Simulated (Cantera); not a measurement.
# Pyrogenic steam for wet oxidation

An isothermal, constant-pressure homogeneous reactor starts with 14.4 % H2, 9.01 % O2, 76.6 % N2, equivalence ratio 0.80, at 1225 K and 593 Torr.

Computed with Cantera and GRI-Mech 3.0 (53 species, 325 reactions). The temperature is held fixed by assumption; the heat of reaction is taken as removed at once.

```
t (s)        x H2    x O2       x H     x NO       x O
--------  -------  ------  --------  -------  --------
2.00e-5     0.144  0.0901   1.91e-7   <1e-12   3.00e-8
0.000108   0.0259  0.0364    0.0370  3.71e-6   0.00687
0.000586  0.00112  0.0198  0.000234  9.06e-6  0.000171
0.00317   4.26e-5  0.0194   1.54e-6  8.97e-6   5.45e-6
0.0172    1.71e-6  0.0194   2.20e-8  8.97e-6   3.83e-7
0.0931    1.77e-7  0.0194  9.92e-10  9.04e-6   5.20e-8
0.504     3.88e-8  0.0194  1.06e-10  9.06e-6   1.10e-8
2.73      2.69e-8  0.0194  5.83e-11  9.05e-6   6.71e-9
14.8      2.67e-8  0.0194  5.77e-11  9.05e-6   6.64e-9
80.0      2.67e-8  0.0194  5.77e-11  9.05e-6   6.64e-9
```
x: mole fraction; the columns are a selection and need not sum to one.

Equilibrium at this temperature and pressure: H2 2.67e-8, O2 0.0194, H 5.77e-11, NO 7.37e-5, O 6.63e-9 (gas phase only).
